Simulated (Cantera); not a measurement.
A freely propagating, adiabatic, planar premixed flame of CH₄ : CO : O₂ : N₂ = 1 : 0.3 : 2.99 : 14.9 (molar parts), unburnt at 700 K and 1.00 bar; mixture-averaged transport, grid criteria slope 0.08 and curve 0.16, no radiation.

Model: GRI-Mech 3.0 (53 species, 325 reactions), integrated in Cantera. Burning velocities carry a grid error of a few per cent, more on coarse grids.

```
quantity                     before      after
------------------------  ---------  ---------
laminar burning velocity  89.1 cm/s  63.7 cm/s
thermal thickness          0.491 mm   0.552 mm
peak x(H)                   0.00298    0.00237
```

Question: Name the change that produced these shifts.
A) O2 2.99 to 3.9 parts
B) O2 2.99 to 2.4 parts
C) inlet temperature 700 to 625 K
D) inlet temperature 700 to 473 K

Answer: C, inlet temperature 700 to 625 K
